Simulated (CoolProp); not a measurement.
Dodecamethylpentasiloxane (MD3M) along the isotherm 566.7 K: density (kg/m³) from the reference equation and from simpler models built on Tc = 628.0 K, pc = 0.9540 MPa, ω = 0.730; each cubic takes its own stable root.

The numbers come from the reference Helmholtz-energy equation of state, Thol 2019 in CoolProp.

| p (MPa) | phase | reference |
|---|---|---|
| 0.0302 | gas | 2.512 |
| 0.0487 | gas | 4.097 |
| 0.0787 | gas | 6.752 |
| 0.127 | gas | 11.27 |
| 0.206 | gas | 19.46 |
| 0.332 | gas | 35.74 |
| 0.536 | liquid | 562.5 |
| 0.867 | liquid | 569.2 |
| 1.4 | liquid | 578.3 |
| 2.26 | liquid | 590.2 |
| 3.65 | liquid | 605.5 |
| 5.9 | liquid | 624.2 |
| 9.54 | liquid | 646.7 |

**Question.** How far does each simpler model (van der Waals, Soave-Redlich-Kwong) lie from the reference over these 13 states: mean and median of the absolute difference, and the worst?

**Answer.** 
- van der Waals: mean 25.2 %, median 31.5 %, worst -89.1 % at 566.7 K and 0.536 MPa
- Soave-Redlich-Kwong: mean 6.2 %, median 5.9 %, worst -14.7 % at 566.7 K and 0.536 MPa

At some of these states van der Waals gives the other phase, because its saturation line lies elsewhere.
